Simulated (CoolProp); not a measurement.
A closed Brayton cycle with dry air: compressor inlet 326.15 K and 4.9 MPa, high pressure 11.1 MPa, turbine inlet 840 K, compressor efficiency 0.85, turbine efficiency 0.9, recuperator effectiveness 0.9 (on enthalpy, no pinch check). Each further row changes one setting.

Values from CoolProp's reference Helmholtz-energy equation of state, Lemmon 2000. It is a pseudo-pure fit of the blend.

```tsv
case	thermal efficiency (%)	net work (kJ/kg)	compressor to turbine work	compressor exit (K)	turbine exit (K)
as stated	31.0	60.8	0.63	427.9	693.2
turbine inlet 790 K	28.0	…	…	427.9	…
compressor inlet 336.15 K	29.5	57.5	…	…	693.2
high pressure 9.43 MPa	…	53.5	0.60	405.7	720.4
recuperator effectiveness 0.5	…	60.8	0.63	427.9	693.2
```

Fill in the missing entries.


- turbine inlet 790 K, net work (kJ/kg): 51.0
- turbine inlet 790 K, compressor to turbine work: 0.67
- turbine inlet 790 K, turbine exit (K): 650.6
- compressor inlet 336.15 K, compressor to turbine work: 0.65
- compressor inlet 336.15 K, compressor exit (K): 440.9
- high pressure 9.43 MPa, thermal efficiency (%): 31.3
- recuperator effectiveness 0.5, thermal efficiency (%): 19.7
